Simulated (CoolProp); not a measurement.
Vapour-liquid equilibrium of n-heptane (1) + ethylbenzene (2) at 1.59 kPa; x and y are mole fractions of (1).

Model: multi-fluid Helmholtz-energy mixture model, Span 2003 and Zhou 2012; pair parameters Bell 2016, in CoolProp.

```
x      bubble temperature, mixture model (°C)  bubble temperature, Raoult's law (°C)  y, mixture model  y, Raoult's law
-----  --------------------------------------  -------------------------------------  ----------------  ---------------
0.05                                     24.1                                   25.8             0.275            0.199
0.125                                    19.0                                   21.9             0.501            0.410
0.2                                      15.4                                   18.7             0.628            0.555
0.275                                    12.8                                   15.9             0.709            0.659
0.35                                     10.7                                   13.6                 …            0.737
0.425                                     9.0                                   11.4             0.809            0.796
0.5                                         …                                    9.6             0.844            0.843
0.575                                     6.3                                    7.9             0.873            0.881
0.65                                      5.2                                    6.4             0.899            0.911
0.725                                     4.1                                    5.0             0.922            0.936
0.8                                       3.1                                    3.7             0.944            0.958
0.875                                     2.2                                    2.5                 …            0.976
0.95                                      1.3                                    1.4             0.986            0.991
```

Task: Complete the blanks.

Result: 
- 0.35, y, mixture model: 0.766
- 0.5, bubble temperature, mixture model (°C): 7.6
- 0.875, y, mixture model: 0.965

The largest gap from Raoult's law is -3.3 K in bubble temperature, at x = 0.2. No azeotrope shows between x = 0.05 and 0.95.

The pair parameters rest on a limited set of measurements; away from them the model extrapolates.
